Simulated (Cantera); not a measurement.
An adiabatic, constant-pressure homogeneous reactor starts with C3H8 : O2 : N2 : CO2 = 1 : 2.17 : 6.96 : 1 (molar parts), at 1723 K and 1.30 bar.

Model: GRI-Mech 3.0 (53 species, 325 reactions), integrated in Cantera. GRI-Mech 3.0 was tuned for natural gas; its chemistry of propane as a main component is partial and can be far from experiment.

Question: Predict: time of steepest temperature rise; temperature at 0.300 s; equilibrium temperature; x(O2) at 0.300 s; x(CO2) at 0.300 s; x(CO) at 0.300 s; x(H2O2) at 0.300 s.

Answer: 
| Quantity | Result |
|---|---|
| time of steepest temperature rise | 19.0 µs |
| temperature at 0.300 s | 2569 K |
| equilibrium temperature | 2569 K |
| x(O2) at 0.300 s | 4.04e-5 (gas-phase equilibrium 4.04e-5) |
| x(CO2) at 0.300 s | 0.0320 (gas-phase equilibrium 0.0320) |
| x(CO) at 0.300 s | 0.234 (gas-phase equilibrium 0.234) |
| x(H2O2) at 0.300 s | 7.13e-9 (gas-phase equilibrium 7.13e-9) |
